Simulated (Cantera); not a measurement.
Charge: 1 mol TEOS, 0.14 mol O₂, 14 mol H₂, 1.1 mol NO, equilibrated at 2023.15 K and 0.150 bar.

Method: chemical equilibrium by Gibbs-energy minimisation in Cantera with the NASA 1993 tables (ideal gas, pure condensed phases). Candidate condensed phases: C, C₆H₆, C₇H₈, C₈H₁₈, H₂O, Si, SiC, SiO₂, Si₂N₂O, Si₃N₄; 151 gas species. The feed counts by its element totals alone. The numbers say what is thermodynamically allowed, not how fast it happens.

Base state: H₂ 0.796, CO 0.178, N₂ 0.0173, H 0.00438, HCN 0.00190, SiO 0.00174, C₂H₂ (acetylene) 0.000712, HNC 0.000112 (mole fractions); condensed: C(graphite) + SiC(s).

### Question
What changes in the equilibrium state with this change: TEOS replaced by SiCl₄?

### Answer
| species | before | after |
|---|---|---|
| H₂ | 0.796 | 0.678 |
| HCl | 0 | 0.229 |
| SiO | 0.00174 | 0.0457 |
| CO | 0.178 | 0 |
| H₂O | 2.27e-6 | 0.0102 |
| N₂ | 0.0173 | 0.0316 |
| HCN | 0.00190 | 0 |
| Cl | 0 | 0.00101 |
| C₂H₂ (acetylene) | 0.000712 | 0 |
| HNC | 0.000112 | 0 |
| SiCl₂ | 0 | 5.35e-5 |
| C(graphite), mol | 1.62 | 0 |
| SiC(s), mol | 0.947 | 0 |
| SiO₂(l), mol | 0 | 0.204 |
The tables hold silica as quartz up to 1696 K and as liquid above; real silica turns to tridymite and cristobalite and melts near 1996 K. Further candidate phases: NH₄Cl.

### Question
What changes in the equilibrium state with this change: temperature from 2023.15 K to 1448 K?

### Answer
```tsv
species	before	after
H₂	0.796	0.834
CO	0.178	0.161
N₂	0.0173	0.00469
SiO	0.00174	3.93e-5
Si	2.27e-5	<1e-9
H	0.00438	2.17e-5
C₂H₂ (acetylene)	0.000712	3.96e-6
C(graphite), mol	1.62	3.37
SiC(s), mol	0.947	0
SiO₂(β-quartz), mol	0	0.170
Si₂N₂O(s), mol	0	0.414
```
Mutual solubility and eutectic melting of coexisting phases are not modelled. The tables hold silica as quartz up to 1696 K and as liquid above; real silica turns to tridymite and cristobalite and melts near 1996 K.
